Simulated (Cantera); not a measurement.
## Pyrogenic steam for wet oxidation

A perfectly stirred reactor is fed with H2 : O2 : N2 = 1.5 : 1 : 0.84 (molar parts), equivalence ratio 0.75, at 100.0 Torr; it is held at 1175 K, and followed from long to short residence time.

Model: the H2/O2 subset of GRI-Mech 3.0, which has no nitrogen chemistry, integrated in Cantera. The temperature is held fixed by assumption; the heat of reaction is taken as removed at once.

```tsv
τ (s)	x H2	x O2	x H2O	x H2O2	x HO2	x OH	x O
0.57	0.00106	0.0968	0.577	2.07e-6	1.51e-5	0.000644	0.000134
0.23	0.00192	0.0970	0.576	2.80e-6	2.07e-5	0.000881	0.000252
0.096	0.00335	0.0975	0.573	3.56e-6	2.62e-5	0.00120	0.000458
0.039	0.00587	0.0985	0.569	4.31e-6	3.11e-5	0.00164	0.000837
0.016	0.0101	0.100	0.562	4.88e-6	3.51e-5	0.00225	0.00150
0.0065	0.0170	0.103	0.548	5.16e-6	3.82e-5	0.00308	0.00264
0.0027	0.0278	0.108	0.526	5.10e-6	4.06e-5	0.00413	0.00451
```
x: mole fraction; the columns are a selection and need not sum to one.
